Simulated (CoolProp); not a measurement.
A closed Brayton cycle with nitrogen: compressor inlet 321.15 K and 5.2 MPa, high pressure 12.5 MPa, turbine inlet 880 K, compressor efficiency 0.85, turbine efficiency 0.93, recuperator effectiveness 0.9 (on enthalpy, no pinch check). Each further row changes one setting.

Values from CoolProp's reference Helmholtz-energy equation of state, Span 2000.

```csv
case,thermal efficiency (%),net work (kJ/kg),compressor to turbine work,compressor exit (K),turbine exit (K)
as stated,35.3,81.6,0.58,430.0,709.9
turbine inlet 830 K,32.7,70.4,0.62,430.0,668.0
compressor inlet 331.15 K,34.0,77.8,0.60,443.3,709.9
high pressure 10.6 MPa,35.5,71.9,0.56,407.4,739.4
recuperator effectiveness 0.5,23.1,81.6,0.58,430.0,709.9
```
